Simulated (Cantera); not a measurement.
Feed: 1 mol SiCl4, 1.8 mol CH4, 7.5 mol H2, held at 1652 °C and 8.20 mbar.

Equilibrium computed with Cantera from the NASA thermochemical tables; the gas is ideal and each condensed phase is pure. Candidate condensed phases: C, C6H6, C7H8, C8H18, Si, SiC; 109 gas species. The tables' values for SiCl, SiCl3 are old estimates; treat these amounts as uncertain. Equilibrium is a limit: real reactors are often held back by kinetics, nucleation or transport.

Base state: H2 0.699, HCl 0.277, SiCl2 0.0118, H 0.00883, Cl 0.00263, C2H2 (acetylene) 0.000320, SiCl 0.000113, SiCl3 0.000107 (mole fractions); condensed: C(graphite) + SiC(s).

**Question.** What changes in the equilibrium state with this change: H2 from 7.5 to 14 mol?

**Answer.** 
| species | before | after |
|---|---|---|
| H2 | 0.699 | 0.792 |
| HCl | 0.277 | 0.191 |
| H | 0.00883 | 0.00940 |
| SiCl2 | 0.0118 | 0.00497 |
| SiCl3 | 0.000107 | 2.92e-5 |
| SiCl | 0.000113 | 7.34e-5 |
| Cl | 0.00263 | 0.00170 |
| C2H2 (acetylene) | 0.000320 | 0.000363 |
| C(graphite), mol | 0.951 | 0.887 |
| SiC(s), mol | 0.840 | 0.898 |
